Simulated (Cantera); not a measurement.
Feed: 1 mol Si3N4, 0.033 mol Si, 2.5 mol N2, at 1898.15 K and 53.0 mbar.

Cantera equilibrium calculation (NASA polynomials, part measured and part estimated; ideal gas, pure solids and liquids). Candidate condensed phases: Si, Si3N4; 7 gas species. The tables' values for SiN are old estimates; treat these amounts as uncertain. Kinetics and transport are ignored.

Base state: N2 1.000, Si 0.000193, Si2N 1.80e-5, SiN 1.49e-5 (mole fractions); condensed: Si3N4(s).

**Question.** What changes in the equilibrium state with this change: 0.019 mol CH4 added?

**Answer.** 
```
species          before     after
-------------  --------  --------
N2                1.000     0.985
H2                    0    0.0148
H                     0  0.000413
Si             0.000193  0.000195
HCN                   0   5.12e-5
Si2N            1.80e-5   1.82e-5
SiN             1.49e-5   1.50e-5
Si3N4(s), mol      1.01      1.00
SiC(s), mol           0    0.0189
```
Mutual solubility and eutectic melting of coexisting phases are not modelled. Further candidate phases: C, C6H6, C7H8, C8H18, SiC.

**Question.** What changes in the equilibrium state with this change: pressure from 53.0 mbar to 82.0 Pa?

**Answer.** 
```tsv
species	before	after
N2	1.000	0.984
Si	0.000193	0.0150
Si2N	1.80e-5	0.000208
Si3	2.40e-7	2.71e-5
Si2	1.28e-6	0.000120
SiN	1.49e-5	0.000143
Si3N4(s), mol	1.01	0
Si(l), mol	0	2.96
```
